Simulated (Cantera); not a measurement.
A perfectly stirred reactor is fed with C2H6 : N2 = 1 : 120 (molar parts), at 10.00 Torr; it is held at 1350 K, and followed from long to short residence time.

Detailed kinetics in Cantera: GRI-Mech 3.0 (53 species, 325 reactions). GRI-Mech 3.0 stops at C3 and has no aromatics, soot or wall deposition, so with more carbon than oxygen in the feed, carbon stays in small species such as C2H2 where larger ones or solid carbon would form. Radical loss at walls, strong at low pressure, is not modelled.

One state of this run: x C2H6 = 0.000353; x C2H4 = 0.00142; x C2H2 = 0.00540; x HCN = 4.78e-7; x H = 3.76e-5; x H2 = 0.0113; x CH3 = 0.000141. x: mole fraction; the columns are a selection and need not sum to one.

### Question
Which value of τ (s) does it belong to?
A) 0.0016
B) 0.064
C) 0.75
D) 8.9

### Answer
C, 0.75
